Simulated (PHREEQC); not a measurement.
Make-up at 25 °C: 0.051 mmol/kgw CaSO4, 0.12 mmol/kgw Na2SO4 and 0.54 mmol/kgw MgSO4. Closed to the air; pH follows from the charge balance.

Equilibrium calculation in PHREEQC: ion-association model, phreeqc.dat.

Each row changes one thing in this solution. No solid was allowed to form.

| case | pH | ionic strength (mol/kgw) | SO4-2 (mol/kgw) | Ca+2 (mol/kgw) | CaSO4 (mol/kgw) | NaSO4- (mol/kgw) | SI of Gypsum (CaSO4:2H2O) |
|---|---|---|---|---|---|---|---|
| as made | 6.98 | 0.00251 | 0.000658 | 4.74e-5 | 3.59e-6 | 6.34e-7 | -3.11 |
| MgSO4 from 0.00054 to 0.0054 mol/kgw | 6.91 | 0.0164 | 0.00412 | 4.01e-5 | 1.09e-5 | 2.97e-6 | -2.63 |
| temperature from 25 to 50 °C | 6.61 | 0.00239 | 0.000627 | 4.70e-5 | 3.99e-6 | 6.97e-7 | -3.10 |
| MgSO4 replaced by MnSO4 at the same molality | 6.85 | 0.00255 | 0.000668 | 4.74e-5 | 3.63e-6 | 6.43e-7 | -3.11 |
| 6.2e-05 mol/kgw ZnCl2 added | 6.60 | 0.00268 | 0.000653 | 4.75e-5 | 3.52e-6 | 6.26e-7 | -3.12 |

Constants without temperature data keep their 25 °C values here.
